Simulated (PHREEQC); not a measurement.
1 kg of water meets 20 L of dry gas (N2 0.28, O2 0.72 by moles) at fixed total pressure, at 25 °C; fugacities by Peng-Robinson. The gases take part in no redox reaction, some water evaporates into the gas, and hydrates or a liquid gas phase aren't modelled. Nothing may precipitate in this run.

Model: ion-association model, phreeqc.dat, run in PHREEQC.

| P (atm) | dissolved N2 (mol/kgw) | φ of N2 | p of N2 (atm) | dissolved O2 (mol/kgw) |
|---|---|---|---|---|
| 2 | 0.000367 | 0.999 | 0.551 | 0.00181 |
| 5 | 0.000922 | 0.998 | 1.39 | 0.00454 |
| 10 | 0.00184 | 0.996 | 2.79 | 0.00901 |
| 20 | 0.00362 | 0.992 | 5.59 | 0.0177 |
| 30 | 0.00535 | 0.989 | 8.39 | 0.0259 |
| 40 | 0.00702 | 0.985 | 11.2 | 0.0339 |
| 50 | 0.00865 | 0.983 | 14.0 | 0.0415 |
| 75 | 0.0125 | 0.977 | 21.0 | 0.0592 |
| 100 | 0.0162 | 0.974 | 28.0 | 0.0753 |
| 150 | 0.0228 | 0.973 | 42.0 | 0.103 |
| 200 | 0.0288 | 0.979 | 56.0 | 0.127 |
| 300 | 0.0394 | 1.007 | 84.0 | 0.164 |
| 400 | 0.0487 | 1.051 | 112 | 0.193 |

Complexes and solids missing from the database can't appear.
